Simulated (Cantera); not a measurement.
An adiabatic, constant-pressure homogeneous reactor starts with CH4 : O2 : N2 = 1 : 3.92 : 14.7 (molar parts), equivalence ratio 0.51, at 1375 K and 1.00 bar.

Detailed kinetics in Cantera: GRI-Mech 3.0 (53 species, 325 reactions).

One state of this run: T (K) = 2362; x CH4 = <1e-12; x O2 = 0.0960; x CH3 = <1e-12; x NO = 0.000605; x OH = 0.00742; x CH2O = <1e-12. x: mole fraction; the columns are a selection and need not sum to one.

Which value of t (s) does it belong to?
(A) 6.00e-5
(B) 0.00600
(C) 6.00e-6
(D) 0.000190

B, 0.00600
